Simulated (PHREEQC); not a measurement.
# Sulfide liquor (model solution)

Dissolve 0.21 mol NH4HS and 0.0071 mol FeCl2 per kg of water at 25 °C. Closed to the air; pH follows from the charge balance.

Model: ion-association model, phreeqc.dat, run in PHREEQC.

Each row changes one thing in this solution. No solid was allowed to form.

```tsv
case	pH	ionic strength (mol/kgw)	NH4+ (mol/kgw)	HS- (mol/kgw)	H2S (mol/kgw)	NH3 (mol/kgw)
as made	8.08	0.201	0.201	0.180	0.00890	0.00889
NH4HS from 0.21 to 0.189 mol/kgw	8.07	0.181	0.181	0.160	0.00810	0.00809
NH4HS from 0.21 to 0.042 mol/kgw	7.96	0.0403	0.0403	[?]	0.00168	0.00168
FeCl2 left out	[?]	0.201	0.201	0.201	0.00938	0.00937
FeCl2 from 0.0071 to 0.00639 mol/kgw	8.08	0.201	0.201	0.182	0.00895	0.00894
diluted 2-fold with water	8.07	0.100	0.100	0.0897	0.00492	0.00492
FeCl2 from 0.0071 to 0.0142 mol/kgw	8.05	0.202	0.202	0.160	0.00839	0.00838
temperature from 25 to 70 °C	7.29	0.189	0.189	0.168	0.0211	0.0210
```

Q: Some entries are withheld; supply them.

A: 
- NH4HS from 0.21 to 0.042 mol/kgw, HS- (mol/kgw): 0.0212
- FeCl2 left out, pH: 8.10

Some of these states are supersaturated (in Mackinawite, FeS(ppt), for instance). Away from 25 °C the constants follow the database's enthalpies or fits; those with neither stay at their 25 °C values.
